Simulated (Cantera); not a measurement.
Charge: 1 mol HMDSO, 0.051 mol O₂, 0.82 mol H₂, 4.6 mol CO₂, held at 20.0 Pa.

These are equilibrium values from Cantera (NASA tables, ideal gas, pure condensed phases), not measurements of a reactor. Candidate condensed phases: C, C₆H₆, C₇H₈, C₈H₁₈, H₂O, Si, SiC, SiO₂; 123 gas species. The feed counts by its element totals alone. The numbers say what is thermodynamically allowed, not how fast it happens.

log p: log10 of the partial pressure in bar; n: condensed amount in mol.

```csv
T (K),log p H₂,log p CO,log p CO₂,log p H₂O,log p CH₄,n C(graphite),n SiO₂(α-quartz),n SiO₂(β-quartz)
648,-3.87,-4.59,-4.54,-5.02,(withheld),6.87,2.00,0
673,-3.88,-4.40,-4.67,-5.24,(withheld),6.21,2.00,0
698,-3.89,-4.26,-4.88,-5.49,(withheld),5.51,2.00,0
723,-3.90,-4.18,-5.16,-5.77,(withheld),4.95,2.00,0
748,-3.91,-4.14,-5.50,-6.06,(withheld),4.61,2.00,0
773,-3.91,-4.12,-5.85,-6.35,(withheld),4.44,2.00,0
798,-3.91,-4.11,-6.20,-6.64,(withheld),4.37,2.00,0
823,-3.91,-4.11,-6.54,-6.90,(withheld),4.33,2.00,0
848,-3.91,-4.11,-6.86,-7.15,(withheld),4.31,0,2.00
```

Task: What belongs in the gaps?

Result: 
- 648, log p CH₄: -6.30
- 673, log p CH₄: -6.57
- 698, log p CH₄: -6.83
- 723, log p CH₄: -7.08
- 748, log p CH₄: -7.30
- 773, log p CH₄: -7.50
- 798, log p CH₄: -7.68
- 823, log p CH₄: -7.86
- 848, log p CH₄: -8.02
